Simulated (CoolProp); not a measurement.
Values from CoolProp's reference Helmholtz-energy equation of state, Thol 2019.

For dodecamethylpentasiloxane (MD3M), give the phase and the cv (kJ/(kg K)), speed of sound (m/s) at 262.45 °C and 8.74 bar.


- 262.45 °C and 8.74 bar: liquid; cv 1.97, speed of sound 323
